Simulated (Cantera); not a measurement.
Input: 1 mol Ta₂O₅, 17 mol H₂, at 1173.15 K and 1.00 Torr.

Equilibrium computed with Cantera from the NASA thermochemical tables; the gas is ideal and each condensed phase is pure. Candidate condensed phases: H₂O, Ta, Ta₂O₅; 12 gas species. Rates play no part.

Question: What is the equilibrium state?

Answer: 
```
Item             Value
-----------  ---------
x(H₂)            1.000
x(H)           3.24e-6
x(H₂O)         3.09e-6
n(Ta₂O₅(s))  1.000 mol
gas amount   17.00 mol
```
